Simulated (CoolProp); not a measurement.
Isobutane along the isotherm 260 K: fugacity coefficient from the reference equation and from simpler models built on Tc = 407.8 K, pc = 36.29 bar, ω = 0.184; each cubic takes its own stable root.

Model: reference Helmholtz-energy equation of state, Bücker 2006, in CoolProp.

```
p (bar)   phase  reference  van der Waals  Redlich-Kwong  Soave-Redlich-Kwong  Peng-Robinson
-------  ------  ---------  -------------  -------------  -------------------  -------------
11.3     liquid    0.08552         0.3700         0.1214              0.08564            ___
22.7     liquid    0.04481         0.1998        0.06391              0.04502        0.04485
34       liquid    0.03148         0.1445        0.04508              0.03172        0.03140
45.4     liquid    0.02481         0.1172        0.03567              0.02508        0.02468
56.7     liquid    0.02089         0.1015        0.03016              0.02118        0.02072
68       liquid        ___        0.09152        0.02655              0.01863        0.01811
79.4     liquid    0.01651            ___        0.02401              0.01683        0.01627
90.7     liquid    0.01519        0.08017        0.02218              0.01554        0.01493
```

### Question
Fill in the missing entries.

### Answer

- 11.3, Peng-Robinson: 0.08584
- 68, reference: 0.01832
- 79.4, van der Waals: 0.08477
